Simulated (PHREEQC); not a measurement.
Solution (25 °C): 1 mmol/kgw HF, 4.7 mmol/kgw H2SiF6, 0.21 mmol/kgw H3PO4 and 0.55 mmol/kgw HNO3. Closed to the air; pH follows from the charge balance.

Equilibrium calculation in PHREEQC: ion-association model, phreeqc.dat.

**Question.** The ionic strength comes out as 0.0135 mol/kgw. What activity coefficients do H2PO4-, NO3-, F-, H+, SiF6-2 get?

**Answer.** H2PO4- 0.89, NO3- 0.89, F- 0.89, H+ 0.90, SiF6-2 0.63.

Precipitation was switched off in this run. The solution is supersaturated, for example in Quartz (slow to form), Chalcedony (slow to form), so a real one may precipitate; this is no full list. SiF6-2 is the database's only silicon fluoride.
